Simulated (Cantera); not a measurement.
What does this Cantera script print?

```python
import numpy as np
import cantera as ct

gas_names = """
    H HO2 H2 H2O H2O2 H2S H2SO4 O OH O2 O3 S SH SO SO2 SO3 S2 S2O S8
""".split()
cond_names = """
    H2O(s) H2O(L) H2SO4(L) S(cr1) S(cr2) S(L)
""".split()


# ... load() reads the species with a 1 bar reference pressure and builds the phases ...
atoms = {
    'H2O': {'H': 2, 'O': 1},
    'SO2': {'S': 1, 'O': 2},
    'H2': {'H': 2},
}
top_T = {}  # K; cautious upper limits of use, not melting points


# ... equilibrate(T, P, feed) seeds the gas with the atoms and calls Mixture.equilibrate('TP', solver="vcs", rtol=1e-11, max_steps=5000) ...
results = []
feed = {'H2O': 1, 'SO2': 0.15, 'H2': 13}  # mol
P = 3600000  # Pa
for T in [598, 748, 898, 1048, 1198, 1348, 1498, 1648, 1798, 1948, 2098, 2248, 2398, 2548]:
    mix = equilibrate(T, P, feed)
    results.append((T, P, feed, dict(zip(mix.species_names, mix.species_moles))))

top = {s: max(r[3][s] / sum(r[3][g] for g in gas_names) for r in results) for s in gas_names}
cols = sorted((s for s in top if top[s] > 1e-05), key=lambda s: -top[s])[:8]
seen = [c for c in cond_names if any(r[3].get(c, 0) > 1e-12 for r in results)]
print("log10 of partial pressures in bar; condensed amounts in mol")
print(f"{'T/K':>10s}" + "".join(f"{s[:9]:>10s}" for s in cols + seen))
for T, P, feed, n in results:
    ng = sum(n[g] for g in gas_names)
    print(f"{T:10.4g}" + "".join(f"{np.log10(max(n[s] / ng * P / 1e5, 1e-99)):10.3f}" for s in cols)
          + "".join(f"{n.get(c, 0):10.4g}" for c in seen))
```

Result:

```
log10 of partial pressures in bar; condensed amounts in mol
       T/K        H2       H2O       H2S         H        SH        OH        S2         S
       598     1.509     0.524    -0.414   -15.645   -12.134   -21.541   -14.346   -22.889
       748     1.509     0.524    -0.414   -11.786    -9.275   -16.558   -11.255   -17.581
       898     1.509     0.524    -0.414    -9.206    -7.363   -13.228    -9.176   -14.028
      1048     1.509     0.524    -0.414    -7.358    -5.994   -10.844    -7.681   -11.484
      1198     1.509     0.524    -0.414    -5.967    -4.966    -9.054    -6.555    -9.571
      1348     1.509     0.524    -0.414    -4.881    -4.166    -7.659    -5.677    -8.081
      1498     1.509     0.524    -0.414    -4.010    -3.527    -6.542    -4.975    -6.888
      1648     1.509     0.524    -0.415    -3.296    -3.005    -5.628    -4.401    -5.912
      1798     1.509     0.524    -0.417    -2.699    -2.571    -4.866    -3.926    -5.099
      1948     1.509     0.524    -0.422    -2.193    -2.208    -4.221    -3.529    -4.414
      2098     1.509     0.524    -0.430    -1.758    -1.901    -3.668    -3.199    -3.831
      2248     1.508     0.524    -0.444    -1.380    -1.642    -3.189    -2.926    -3.333
      2398     1.508     0.523    -0.466    -1.049    -1.426    -2.770    -2.706    -2.906
      2548     1.507     0.522    -0.498    -0.756    -1.247    -2.401    -2.536    -2.540
```

Cantera equilibrium calculation (NASA polynomials, part measured and part estimated; ideal gas, pure solids and liquids). The ideal-gas law is rough above about 30 bar.
